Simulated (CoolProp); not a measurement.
A single-stage vapour-compression cycle with R21: evaporating at 250.15 K (dew point), condensing at 317.15 K (bubble point), superheat 8 K, subcooling 8 K, compressor efficiency 0.65, no pressure losses. Each further row changes one setting.

Model: reference Helmholtz-energy equation of state, Platzer 1990, in CoolProp. This equation is an older, rougher fit; its heat capacities, sound speeds and derivatives of the liquid may be far off and weren't checked against measurements.

```tsv
case	cooling COP	pressure ratio	discharge temperature (K)	refrigerating effect (kJ/kg)	volumetric capacity (kJ/m³)
as stated	2.02	13.6	419.0	199	237
evaporating temperature 255.15 K	?	?	409.1	?	303
condensing temperature 312.15 K	2.22	11.7	409.1	205	243
subcooling 13 K	2.08	13.6	419.0	205	243
superheat 18 K	?	13.6	?	205	234
compressor efficiency 0.55	1.71	13.6	443.8	199	237
```

Task: Some entries are withheld; supply them.

Result: 
- evaporating temperature 255.15 K, cooling COP: 2.27
- evaporating temperature 255.15 K, pressure ratio: 10.6
- evaporating temperature 255.15 K, refrigerating effect (kJ/kg): 202
- superheat 18 K, cooling COP: 2.00
- superheat 18 K, discharge temperature (K): 432.1
